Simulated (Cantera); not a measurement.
B₂O₃ + N₂ + H₂ (boron, boron nitride and boron oxide)

Charge: 1 mol B₂O₃, 1.5 mol N₂, 6.1 mol H₂, held at 69.0 Torr.

Equilibrium computed with Cantera from the NASA thermochemical tables; the gas is ideal and each condensed phase is pure. Candidate condensed phases: B, BN, B₂O₃, B₃O₃H₃, H₂O; 39 gas species. N₂ is the only nitrogen source here; it is nearly inert below about 1500 K, so the nitride shown seldom forms there in practice. Mutual solubility and eutectic melting of coexisting phases are not modelled. Gases not in the tables: H₃BO₃. The numbers say what is thermodynamically allowed, not how fast it happens.

From 650 °C to 1350 °C the condensed part is BN(s) + B₂O₃(l). From 1450 °C to 1550 °C the condensed part is B₂O₃(l). From 1650 °C to 1850 °C nothing is condensed.

```
T (°C)   x H₂   x N₂    x B₂O₃    x HBO₂     x HBO       x H  n BN(s)  n B₂O₃(l)
------  -----  -----  --------  --------  --------  --------  -------  ---------
650     0.801  0.197    <1e-12   6.83e-7  4.06e-10  7.22e-10   0.0106      0.995
750     0.801  0.197  1.07e-10   6.22e-6   1.71e-8   1.22e-8   0.0103      0.995
850     0.801  0.197   6.72e-9   3.72e-5   3.64e-7   1.26e-7  0.00992      0.995
950     0.801  0.197   2.09e-7  0.000163   4.63e-6   8.87e-7  0.00980      0.994
1050    0.801  0.197   3.78e-6  0.000560   3.97e-5   4.68e-6   0.0103      0.993
1150    0.800  0.197   4.46e-5   0.00160  0.000249   1.96e-5   0.0120      0.987
1250    0.797  0.196  0.000375   0.00392   0.00122   6.80e-5   0.0150      0.970
1350    0.788  0.195   0.00239   0.00849   0.00485  0.000202   0.0161      0.921
1450    0.760  0.191    0.0121    0.0165    0.0161  0.000524        0      0.764
1550    0.688  0.179    0.0511    0.0398    0.0325   0.00118        0      0.217
1650    0.659  0.174    0.0636    0.0489    0.0392   0.00252        0          0
1750    0.652  0.174    0.0596    0.0513    0.0420   0.00506        0          0
1850    0.643  0.173    0.0553    0.0533    0.0441   0.00948        0          0
```
x: gas mole fraction; n: condensed amount in mol.
